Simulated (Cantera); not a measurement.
An adiabatic, constant-pressure homogeneous reactor starts with H2 : O2 : N2 : NO = 1 : 0.575 : 2.16 : 0.005 (molar parts), at 1400 K and 1.10 bar.

Model: GRI-Mech 3.0 (53 species, 325 reactions), integrated in Cantera.

One state of this run: T (K) = 2788; x H2 = 0.0300; x O2 = 0.0270; x NO = 0.00558; x O = 0.00818; x N2O = 5.19e-7; x NO2 = 1.42e-6; x N2 = 0.640. x: mole fraction; the columns are a selection and need not sum to one.

Which value of t (s) does it belong to?
A) 0.00585
B) 0.0240
C) 1.01e-5
D) 0.000702

D, 0.000702
